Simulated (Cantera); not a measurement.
A Cantera script and what it prints.

```python
import numpy as np
import cantera as ct

gas_names = [...]  # 151 gases of nasa_gas.yaml made of C, H, N, O, Si
cond_names = """
    C(gr) C6H6(L) C7H8(L) C8H18(L),n-octa H2O(s) H2O(L) Si(cr) Si(L) SiC(b) SiO2(Lqz) SiO2(hqz) SiO2(L)
    Si2N2O(s) Si3N4(a)
""".split()


# ... load() reads the species with a 1 bar reference pressure and builds the phases ...
atoms = {
    'SiC': {'Si': 1, 'C': 1},
    'O2': {'O': 2},
    'N2': {'N': 2},
    'H2O': {'H': 2, 'O': 1},
}
top_T = {'C(gr)': 4500, 'SiC(b)': 3050, 'Si2N2O(s)': 2100, 'Si3N4(a)': 2400}  # K; cautious upper limits of use, not melting points


# ... equilibrate(T, P, feed) seeds the gas with the atoms and calls Mixture.equilibrate('TP', solver="vcs", rtol=1e-11, max_steps=5000) ...
results = []
T = 1848.15  # K
P = 200  # Pa
for m in [51, 88, 130, 160, 200, 240, 270, 310, 350, 380, 420, 460]:
    feed = {'SiC': 1, 'O2': 0.59, 'N2': m, 'H2O': 0.016}  # mol
    mix = equilibrate(T, P, feed)
    results.append((T, P, feed, dict(zip(mix.species_names, mix.species_moles))))

top = {s: max(r[3][s] / sum(r[3][g] for g in gas_names) for r in results) for s in gas_names}
cols = sorted((s for s in top if top[s] > 1e-06), key=lambda s: -top[s])[:8]
seen = [c for c in cond_names if any(r[3].get(c, 0) > 1e-12 for r in results)]
print("log10 of partial pressures in bar; condensed amounts in mol")
print(f"{'n(N2)':>10s}" + "".join(f"{s[:9]:>10s}" for s in cols + seen))
for T, P, feed, n in results:
    ng = sum(n[g] for g in gas_names)
    print(f"{feed['N2']:10.4g}" + "".join(f"{np.log10(max(n[s] / ng * P / 1e5, 1e-99)):10.3f}" for s in cols)
          + "".join(f"{n.get(c, 0):10.4g}" for c in seen))
```

It prints:

```
log10 of partial pressures in bar; condensed amounts in mol
     n(N2)        N2        CO       SiO        Si        H2         H       SiN      Si2C    SiC(b)
        51    -2.710    -4.619    -4.663    -5.651    -6.369    -6.459    -7.419    -7.516    0.3701
        88    -2.705    -4.838    -4.912    -5.665    -6.649    -6.599    -7.432    -7.531    0.3494
       130    -2.703    -4.992    -5.096    -5.681    -6.859    -6.704    -7.446    -7.547    0.3275
       160    -2.703    -5.072    -5.198    -5.691    -6.974    -6.762    -7.457    -7.557    0.3128
       200    -2.702    -5.157    -5.309    -5.705    -7.102    -6.826    -7.470    -7.571    0.2942
       240    -2.702    -5.225    -5.403    -5.718    -7.208    -6.879    -7.482    -7.583    0.2766
       270    -2.701    -5.269    -5.465    -5.727    -7.279    -6.914    -7.491    -7.593     0.264
       310    -2.701    -5.319    -5.540    -5.739    -7.363    -6.956    -7.503    -7.604    0.2481
       350    -2.701    -5.363    -5.607    -5.750    -7.437    -6.994    -7.514    -7.616    0.2329
       380    -2.701    -5.393    -5.653    -5.758    -7.489    -7.020    -7.523    -7.624     0.222
       420    -2.701    -5.429    -5.710    -5.769    -7.553    -7.051    -7.533    -7.635    0.2081
       460    -2.700    -5.461    -5.764    -5.780    -7.611    -7.081    -7.544    -7.645    0.1948
```

Cantera equilibrium calculation (NASA polynomials, part measured and part estimated; ideal gas, pure solids and liquids). The tables' values for SiN are old estimates; treat these amounts as uncertain.
